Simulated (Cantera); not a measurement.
Feed: 1 mol Si, 0.013 mol O₂, 820 mol H₂, at 1075 K and 10000 Pa.

Cantera equilibrium calculation (NASA polynomials, part measured and part estimated; ideal gas, pure solids and liquids). Candidate condensed phases: H₂O, Si, SiO₂; 18 gas species. Mutual solubility and eutectic melting of coexisting phases are not modelled. Equilibrium is a limit: real reactors are often held back by kinetics, nucleation or transport.

Base state: H₂ 1.00 (mole fractions); condensed: Si(s) + SiO₂(β-quartz).

### Question
What changes in the equilibrium state with this change: temperature from 1075 K to 2048 K?

### Answer
| species | before | after |
|---|---|---|
| H₂ | 1.00 | 0.992 |
| H | 4.64e-8 | 0.00705 |
| Si | <1e-9 | 0.000756 |
| SiH | <1e-9 | 0.000145 |
| SiH₂ | <1e-9 | 0.000137 |
| SiO | 9.56e-8 | 3.16e-5 |
| Si(s), mol | 0.987 | 0 |
| SiO₂(β-quartz), mol | 0.0130 | 0 |
| Si(l), mol | 0 | 0.100 |
Gases not in the tables: Si₂H₆ and higher silanes.

### Question
What changes in the equilibrium state with this change: Si replaced by SiC?

### Answer
```
species              before    after
-------------------  ------  -------
H₂                     1.00    1.000
CH₄                       0  1.59e-5
Si(s), mol            0.987        0
SiO₂(β-quartz), mol  0.0130   0.0130
SiC(s), mol               0    0.987
```
Further candidate phases: C, C₆H₆, C₇H₈, C₈H₁₈, SiC.
